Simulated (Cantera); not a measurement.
A freely propagating, adiabatic, planar premixed flame of 31.8 % H2, 11.3 % O2, 56.9 % N2, unburnt at 325 K and 100.0 Torr; mixture-averaged transport, grid criteria slope 0.08 and curve 0.16, no radiation.

Model: the H2/O2 subset of GRI-Mech 3.0, which has no nitrogen chemistry, integrated in Cantera. Burning velocities carry a grid error of a few per cent, more on coarse grids.

Question: Predict: laminar burning velocity; thermal thickness; peak x(H2O2); peak x(OH); peak x(O).

Answer: 
- laminar burning velocity: 207 cm/s
- thermal thickness: 5.35 mm
- peak x(H2O2): 3.79e-5
- peak x(OH): 0.00607
- peak x(O): 0.00552
